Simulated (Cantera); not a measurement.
Input: 1 mol Si₃N₄, 0.45 mol O₂, 6.6 mol H₂, at 1275 K and 0.00280 bar.

Equilibrium computed with Cantera from the NASA thermochemical tables; the gas is ideal and each condensed phase is pure. Mutual solubility and eutectic melting of coexisting phases are not modelled. Rates play no part.

```json
[
 {"species": "H₂", "before": "0.957", "after": "0.974"},
 {"species": "N₂", "before": "0.0435", "after": "0.0256"},
 {"species": "H", "before": "1.36e-5", "after": "1.38e-5"},
 {"species": "Si₂N₂O(s), mol", "before": "0.900", "after": "0.520"},
 {"species": "Si₃N₄(s), mol", "before": "0.400", "after": "0.653"}
]
```
Gas species are given as mole fractions.

Problem. Name the change that produced these shifts.
(A) O₂ from 0.45 to 0.11 mol
(B) O₂ from 0.45 to 0.26 mol
(C) temperature from 1275 K to 1625 K
(D) temperature from 1275 K to 2075 K

Solution. B, O₂ from 0.45 to 0.26 mol
